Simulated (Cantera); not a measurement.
Mixture: CH₄ : C₂H₆ : C₃H₈ : O₂ : N₂ = 1 : 0.069 : 0.084 : 1.21 : 4.55 (molar parts), at 5.23 atm, adiabatic and at constant pressure. Ignition delay is the time to a rise of 400 K.

Detailed kinetics in Cantera: GRI-Mech 3.0 (53 species, 325 reactions).

### Question
What does this change do: C2H6 0.069 to 0.18 parts?

### Answer
```
quantity                                                before       after
--------------------------------------------------  ----------  ----------
delay at 1150 K                                        4.92 ms     1.94 ms
delay at 1250 K                                        1.36 ms    0.614 ms
delay at 1350 K                                       0.387 ms    0.220 ms
delay at 1450 K                                       0.127 ms     86.4 µs
delay at 1550 K                                        49.8 µs     38.2 µs
delay at 1650 K                                        22.9 µs     19.1 µs
apparent activation energy between 1450 and 1650 K  170 kJ/mol  150 kJ/mol
```

### Question
What does this change do: CH4 1 to 0.7 parts?

### Answer
```
quantity                                                before       after
--------------------------------------------------  ----------  ----------
delay at 1150 K                                        4.92 ms     3.50 ms
delay at 1250 K                                        1.36 ms    0.969 ms
delay at 1350 K                                       0.387 ms    0.282 ms
delay at 1450 K                                       0.127 ms     93.9 µs
delay at 1550 K                                        49.8 µs     37.2 µs
delay at 1650 K                                        22.9 µs     17.4 µs
apparent activation energy between 1450 and 1650 K  170 kJ/mol  170 kJ/mol
```
